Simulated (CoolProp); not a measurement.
The fluid at 313.88 K and 0.0217 MPa is compressed adiabatically to 0.166 MPa with isentropic efficiency 0.85. The same conditions are run with several fluids, on thermodynamics alone (safety and materials aside).

Values from CoolProp's reference Helmholtz-energy equation of state of each fluid (methanol: de Reuck 1993; n-perfluoropentane: Gao 2022; tetrahydrofuran: Fiedler 2023; cyclopropane: Polt 1992; R125: Lemmon 2005). The equations of Platzer and Polt are older, rougher fits.

### Question
Rank methanol, n-perfluoropentane, tetrahydrofuran, cyclopropane, R125 by work (kJ/kg), highest first.

### Answer
methanol (229), cyclopropane (169), tetrahydrofuran (94.1), R125 (56.4), n-perfluoropentane (21.8)

```csv
fluid,final temperature (K),final density (kg/m³)
methanol,457.6,1.41
n-perfluoropentane,341.6,17.9
tetrahydrofuran,389.7,3.81
cyclopropane,416.8,2.03
R125,380.3,6.37
```
